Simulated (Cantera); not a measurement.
Charge: 1 mol C3H6, 1.2 mol O2, 0.97 mol N2, at 1.33 mbar.

These are equilibrium values from Cantera (NASA tables, ideal gas, pure condensed phases), not measurements of a reactor. Candidate condensed phases: C, C6H6, C7H8, C8H18, H2O; 136 gas species. Equilibrium is a limit: real reactors are often held back by kinetics, nucleation or transport. All values below are at 500 °C.

Base state: H2 0.480, CO 0.318, N2 0.159, CO2 0.0329, H2O 0.00970, CH4 0.000651 (mole fractions); condensed: C(graphite).

**Question.** What changes in the equilibrium state with this change: O2 from 1.2 to 0.015 mol?

**Answer.** 
| species | before | after |
|---|---|---|
| H2 | 0.480 | 0.748 |
| N2 | 0.159 | 0.243 |
| CO | 0.318 | 0.00714 |
| CO2 | 0.0329 | 1.66e-5 |
| H2O | 0.00970 | 0.000339 |
| CH4 | 0.000651 | 0.00158 |
| C(graphite), mol | 0.856 | 2.97 |

**Question.** What changes in the equilibrium state with this change: O2 from 1.2 to 0.089 mol?

**Answer.** 
```
species             before     after
----------------  --------  --------
H2                   0.480     0.721
N2                   0.159     0.235
CO                   0.318    0.0402
CO2                 0.0329  0.000526
H2O                0.00970   0.00184
CH4               0.000651   0.00147
C(graphite), mol     0.856      2.83
```
